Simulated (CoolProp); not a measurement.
Vapour-liquid equilibrium of carbon dioxide (1) + R143a (2) at -28.25 °C; x and y are mole fractions of (1).

Computed with CoolProp (multi-fluid Helmholtz-energy mixture model, Span 1996 and Lemmon and Jacobsen 2000; pair parameters Bell 2016).

### Question
Give the bubble pressure and the first vapour's composition at x = 0.275, 0.425, 0.65. Is there an azeotrope?

### Answer
x = 0.275: 587.5 kPa, y = 0.693; x = 0.425: 804.3 kPa, y = 0.813; x = 0.65: 1095 kPa, y = 0.904. No azeotrope shows between x = 0.05 and 0.95.

Pair parameters are fitted to limited data, so mixtures are less certain than the pure fluids. The gap from Raoult's law changes sign with composition, which may be real or a fault of the pair parameters; it wasn't checked against measurements.
